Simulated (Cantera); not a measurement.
Adiabatic ignition

An adiabatic, constant-pressure homogeneous reactor starts with CO : H₂ : CH₄ : O₂ : N₂ = 1 : 0.069 : 0.24 : 0.922 : 10.1 (molar parts), at 1475 K and 0.276 atm.

Model: GRI-Mech 3.0 (53 species, 325 reactions), integrated in Cantera.

```json
[
 {"t (s)": "8.00e-6", "T (K)": "1475", "x CO": "0.0811", "x H₂": "0.00560", "x CH₄": "0.0195", "x C₂H₂": "<1e-12", "x C₂H₆": "<1e-12", "x C₂H": "<1e-12"},
 {"t (s)": "2.39e-5", "T (K)": "1475", "x CO": "0.0811", "x H₂": "0.00560", "x CH₄": "0.0195", "x C₂H₂": "<1e-12", "x C₂H₆": "<1e-12", "x C₂H": "<1e-12"},
 {"t (s)": "7.13e-5", "T (K)": "1475", "x CO": "0.0811", "x H₂": "0.00560", "x CH₄": "0.0195", "x C₂H₂": "<1e-12", "x C₂H₆": "4.39e-11", "x C₂H": "<1e-12"},
 {"t (s)": "0.000213", "T (K)": "1475", "x CO": "0.0811", "x H₂": "0.00560", "x CH₄": "0.0195", "x C₂H₂": "<1e-12", "x C₂H₆": "2.86e-9", "x C₂H": "<1e-12"},
 {"t (s)": "0.000635", "T (K)": "1475", "x CO": "0.0811", "x H₂": "0.00559", "x CH₄": "0.0194", "x C₂H₂": "6.26e-11", "x C₂H₆": "3.74e-7", "x C₂H": "<1e-12"},
 {"t (s)": "0.00190", "T (K)": "1519", "x CO": "0.0821", "x H₂": "0.00810", "x CH₄": "0.0131", "x C₂H₂": "1.92e-5", "x C₂H₆": "0.000280", "x C₂H": "1.79e-9"},
 {"t (s)": "0.00566", "T (K)": "2029", "x CO": "0.0452", "x H₂": "0.00552", "x CH₄": "<1e-12", "x C₂H₂": "<1e-12", "x C₂H₆": "<1e-12", "x C₂H": "<1e-12"},
 {"t (s)": "0.0169", "T (K)": "2205", "x CO": "0.0350", "x H₂": "0.00371", "x CH₄": "<1e-12", "x C₂H₂": "<1e-12", "x C₂H₆": "<1e-12", "x C₂H": "<1e-12"},
 {"t (s)": "0.0504", "T (K)": "2294", "x CO": "0.0277", "x H₂": "0.00268", "x CH₄": "<1e-12", "x C₂H₂": "<1e-12", "x C₂H₆": "<1e-12", "x C₂H": "<1e-12"},
 {"t (s)": "0.150", "T (K)": "2310", "x CO": "0.0261", "x H₂": "0.00249", "x CH₄": "<1e-12", "x C₂H₂": "<1e-12", "x C₂H₆": "<1e-12", "x C₂H": "<1e-12"},
 {"t (s)": "0.449", "T (K)": "2308", "x CO": "0.0262", "x H₂": "0.00251", "x CH₄": "<1e-12", "x C₂H₂": "<1e-12", "x C₂H₆": "<1e-12", "x C₂H": "<1e-12"},
 {"t (s)": "1.34", "T (K)": "2308", "x CO": "0.0262", "x H₂": "0.00251", "x CH₄": "<1e-12", "x C₂H₂": "<1e-12", "x C₂H₆": "<1e-12", "x C₂H": "<1e-12"},
 {"t (s)": "4.00", "T (K)": "2308", "x CO": "0.0262", "x H₂": "0.00251", "x CH₄": "<1e-12", "x C₂H₂": "<1e-12", "x C₂H₆": "<1e-12", "x C₂H": "<1e-12"}
]
```
x: mole fraction; the columns are a selection and need not sum to one.

The time of steepest temperature rise is 2.06 ms. The temperature at 4.00 s is 2308 K and the equilibrium temperature comes out as 2308 K. The x(CO) at 4.00 s is 0.0262 (gas-phase equilibrium 0.0262), the x(H₂) at 4.00 s is 0.00251 (gas-phase equilibrium 0.00251) and the x(CH₄) at 4.00 s is <1e-12 (gas-phase equilibrium <1e-12).
